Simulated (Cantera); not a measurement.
Charge: 1 mol borazine, 7 mol H₂O, 0.32 mol H₂, held at 1027 °C and 9.00 Torr.

Method: chemical equilibrium by Gibbs-energy minimisation in Cantera with the NASA 1993 tables (ideal gas, pure condensed phases). Candidate condensed phases: B, BN, B₂O₃, B₃O₃H₃, H₂O; 39 gas species. The feed counts by its element totals alone. Gases not in the tables: H₃BO₃. Rates play no part.

Task: What is the equilibrium state?

Result: 
- x(H₂) = 0.657
- x(H₂O) = 0.204
- x(N₂) = 0.126
- x(HBO₂) = 0.0127
- x((HBO₂)₃) = 8.30e-5
- x(B₂O₃) = 1.55e-5
- x(H) = 8.19e-6
- x(HBO) = 5.32e-6
- n(B₂O₃(l)) = 1.42 mol
- gas amount = 11.90 mol
- log10 activity of B(s) (absent) = -7.81
- log10 activity of B₃O₃H₃(s) (absent) = -17.04
